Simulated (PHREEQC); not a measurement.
# Arsenic or selenium liquor: speciation

Solution (20 °C): 3.1 mmol/kgw Na2HAsO4, 39 mmol/kgw H3PO4 and 170 mmol/kgw FeCl3. Closed to the air; pH follows from the charge balance.

Model: ion-association model, wateq4f.dat, run in PHREEQC.

No solid was allowed to form.

Problem. What pH does the model give?

Solution. pH 1.55.

Problem. In which forms is As present?

Solution. H3AsO4 77 %, H2AsO4- 23 % of the As.

Examples of supersaturated solids here: Strengite, Hematite (slow to form). Others may be too. The database's scorodite may be far more soluble than the real mineral, and it has no iron arsenate complexes; the constant wasn't checked at its source. H3PO4, which wateq4f.dat lacks, is added to it with the constant of phreeqc.dat.
